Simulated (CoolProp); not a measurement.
Saturation properties of R1132(E).

Values from CoolProp's reference Helmholtz-energy equation of state, Akasaka 2024.

| T (K) | p (bar) | liquid density (kg/m³) | vapour density (kg/m³) | enthalpy of vaporisation (kJ/kg) | liquid cp (kJ/(kg K)) |
|---|---|---|---|---|---|
| 266.4 | 6.579 | 1023 | 21.70 | 259.6 | 1.719 |
| 271.3 | 7.703 | 1008 | 25.35 | 253.5 | 1.738 |
| 276.2 | 8.964 | 992.7 | (withheld) | 247.1 | 1.761 |
| 281.1 | 10.37 | 977.0 | 34.20 | 240.5 | 1.787 |
| 286.1 | 11.97 | 960.2 | 39.63 | (withheld) | 1.818 |
| 291 | 13.71 | 943.1 | (withheld) | 226.1 | 1.855 |
| 295.9 | 15.63 | 925.1 | 52.50 | 218.3 | 1.897 |
| 300.8 | (withheld) | 906.1 | 60.27 | 210.1 | 1.949 |
| 305.7 | 20.05 | 886.0 | 69.12 | 201.3 | 2.011 |

Problem. Some entries are withheld; supply them.

Solution. 
- 276.2, vapour density (kg/m³): 29.50
- 286.1, enthalpy of vaporisation (kJ/kg): 233.4
- 291, vapour density (kg/m³): 45.66
- 300.8, p (bar): 17.74
